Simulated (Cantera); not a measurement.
A perfectly stirred reactor is fed with 1.27 % C2H6, 98.7 % N2, at 3.53 Torr; it is held at 1173 K, and followed from long to short residence time.

Computed with Cantera and GRI-Mech 3.0 (53 species, 325 reactions). GRI-Mech 3.0 stops at C3 and has no aromatics, soot or wall deposition, so with more carbon than oxygen in the feed, carbon stays in small species such as C2H2 where larger ones or solid carbon would form. Radical loss at walls, strong at low pressure, is not modelled.

x: mole fraction; the columns are a selection and need not sum to one.

```
τ (s)     x C2H6      x H2     x HCN     x C2H    x C2H2    x CH3     x CH2
-------  -------  --------  --------  --------  --------  -------  --------
2.3      0.00377   0.00875   2.89e-9  1.85e-10   0.00181  6.25e-5         ?
0.59     0.00858   0.00359   1.82e-9  4.31e-11  0.000232  8.72e-5         ?
0.15      0.0117  0.000808  7.81e-10  5.17e-12   9.83e-6  6.62e-5         ?
0.040     0.0125   9.60e-5  8.84e-11    <1e-12   1.25e-7  2.50e-5         ?
0.010     0.0127   3.09e-6    <1e-12    <1e-12  1.64e-10  7.21e-6  9.11e-11
0.0027    0.0127   6.08e-8    <1e-12    <1e-12    <1e-12  2.08e-6  2.87e-12
0.00071   0.0127  8.60e-10    <1e-12    <1e-12    <1e-12  5.57e-7    <1e-12
0.00018   0.0127  9.48e-12    <1e-12    <1e-12    <1e-12  1.42e-7    <1e-12
```

Problem. What belongs in the gaps?

Solution. 
- 2.3, x CH2: 1.43e-8
- 0.59, x CH2: 1.84e-8
- 0.15, x CH2: 1.09e-8
- 0.040, x CH2: 1.97e-9
